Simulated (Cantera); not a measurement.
A freely propagating, adiabatic, planar premixed flame of H₂ : O₂ : N₂ : H₂O = 1 : 0.227 : 0.855 : 0.048 (molar parts), unburnt at 350 K and 0.987 atm; mixture-averaged transport, grid criteria slope 0.08 and curve 0.16, no radiation.

Computed with Cantera and the H2/O2 subset of GRI-Mech 3.0, which has no nitrogen chemistry. Burning velocities carry a grid error of a few per cent, more on coarse grids.

x: mole fraction of selected species; z is measured from the peak of heat release.

```csv
z (mm),T (K),u (m/s),x H₂,x O₂,x H₂O,x O,x H₂O₂,x OH
-1.04,350,3.47,0.469,0.107,0.0225,<1e-8,<1e-8,<1e-8
-0.692,350,3.47,0.469,0.107,0.0225,<1e-8,<1e-8,<1e-8
-0.519,350,3.47,0.469,0.107,0.0225,<1e-8,<1e-8,<1e-8
-0.346,350,3.47,0.469,0.107,0.0225,<1e-8,1.74e-8,<1e-8
-0.173,___,3.73,0.463,0.107,0.0234,___,___,___
-0.0865,647,6.16,0.432,0.102,0.0440,0.000128,7.38e-5,0.000757
0,1035,9.60,0.369,0.0783,0.101,0.00105,1.11e-5,0.000913
0.0865,1314,12.1,0.298,0.0379,0.180,0.00215,1.15e-6,0.00188
0.173,1459,13.4,0.260,0.0119,0.229,0.00142,5.92e-7,0.00220
0.346,1576,14.4,0.249,0.00102,0.252,0.000524,3.30e-7,0.00225
0.692,1676,15.2,0.256,___,0.255,___,___,0.00227
1.38,1770,15.9,0.264,8.95e-5,0.257,0.000205,1.18e-7,0.00203
2.77,1847,16.5,0.271,4.38e-5,0.260,0.000102,5.72e-8,0.00159
```

Question: Some entries are withheld; supply them.

Answer: 
- -0.173, T (K): 380
- -0.173, x O: 2.31e-6
- -0.173, x H₂O₂: 1.26e-5
- -0.173, x OH: 1.66e-5
- 0.692, x O₂: 0.000163
- 0.692, x O: 0.000338
- 0.692, x H₂O₂: 2.13e-7
